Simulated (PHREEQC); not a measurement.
0.024 g of hydrous ferric oxide (600 m²/g; 0.2 weak and 0.005 strong sites per Fe, Dzombak-Morel constants, diffuse double layer) in 1 kg of water with 0.3 mol/kgw of an inert sodium salt and 0.076 mmol/kgw H3BO3, at 25 °C; the pH is set by adding NaOH or the inert anion's acid. Oxygen is held at 0.21 atm. No CO2 enters from the air. Nothing may precipitate in this run.

All values are PHREEQC results (ion-association model, wateq4f.dat), not measurements.

Q: Predict surface charge σ (C/m²), surface potential ψ (mV) at pH = 4, 6.5, 7, 7.5, 8.5.

A: 
```
pH   surface charge σ (C/m²)  surface potential ψ (mV)
---  -----------------------  ------------------------
4                      0.349                       123
6.5                    0.106                        65
7                      0.066                        46
7.5                    0.034                        26
8.5                   -0.021                       -17
```

The oxide is taken as insoluble; below pH 4 it would dissolve.
